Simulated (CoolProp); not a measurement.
Vapour-liquid equilibrium of ethylene (1) + isobutane (2) at 0.974 bar; x and y are mole fractions of (1).

The numbers come from the multi-fluid Helmholtz-energy mixture model, Smukala 2000 and Bücker 2006; pair parameters Bell 2016 in CoolProp.

```json
[
 {"x": "0.05", "bubble temperature (°C)": "-35.1", "y at the bubble point": "0.633", "dew temperature at overall composition x (°C)": "-14.0", "liquid density (mol/L)": "10.88"},
 {"x": "0.2", "bubble temperature (°C)": "-68.3", "y at the bubble point": "0.954", "dew temperature at overall composition x (°C)": "-18.2", "liquid density (mol/L)": "12.32"},
 {"x": "0.35", "bubble temperature (°C)": "-82.3", "y at the bubble point": "0.987", "dew temperature at overall composition x (°C)": "-23.0", "liquid density (mol/L)": "13.57"},
 {"x": "0.5", "bubble temperature (°C)": "-90.7", "y at the bubble point": "0.995", "dew temperature at overall composition x (°C)": "-28.7", "liquid density (mol/L)": "14.86"},
 {"x": "0.65", "bubble temperature (°C)": "-96.3", "y at the bubble point": "0.998", "dew temperature at overall composition x (°C)": "-36.0", "liquid density (mol/L)": "16.28"},
 {"x": "0.8", "bubble temperature (°C)": "-100.4", "y at the bubble point": "0.999", "dew temperature at overall composition x (°C)": "-46.4", "liquid density (mol/L)": "17.86"},
 {"x": "0.95", "bubble temperature (°C)": "-103.5", "y at the bubble point": "1.000", "dew temperature at overall composition x (°C)": "-67.3", "liquid density (mol/L)": "19.63"}
]
```

No azeotrope shows between x = 0.05 and 0.95.

Pair parameters are fitted to limited data, so mixtures are less certain than the pure fluids.
